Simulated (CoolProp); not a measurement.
Properties of isobutene along the isobar 1.33 MPa.

Model: reference Helmholtz-energy equation of state, Lemmon 2005, in CoolProp. It is a short technical equation, of lower accuracy than the large ones.

| T (K) | phase | cp (kJ/(kg K)) | cv (kJ/(kg K)) | speed of sound (m/s) | expansivity (1/kK) |
|---|---|---|---|---|---|
| 242.3 | liquid | 2.128 | 1.482 | 1195 | 1.638 |
| 273.1 | liquid | 2.248 | 1.566 | 1025 | 1.847 |
| 303.9 | liquid | 2.400 | 1.662 | 855.8 | 2.189 |
| 334.6 | liquid | 2.607 | 1.766 | ___ | 2.820 |
| 365.4 | gas | 2.277 | 1.837 | 196.3 | 6.230 |
| 396.2 | gas | 2.203 | 1.894 | 218.1 | 4.362 |
| 426.9 | gas | 2.234 | ___ | 234.8 | 3.497 |
| 457.7 | gas | 2.298 | 2.072 | ___ | 2.975 |
| 488.5 | gas | 2.375 | 2.166 | 261.3 | 2.617 |
| 519.2 | gas | 2.456 | 2.259 | 272.6 | 2.353 |
| 550 | gas | ___ | 2.350 | 283.0 | 2.148 |

Q: Some entries are withheld; supply them.

A: 
- 334.6, speed of sound (m/s): 683.1
- 426.9, cv (kJ/(kg K)): 1.979
- 457.7, speed of sound (m/s): 248.9
- 550, cp (kJ/(kg K)): 2.538
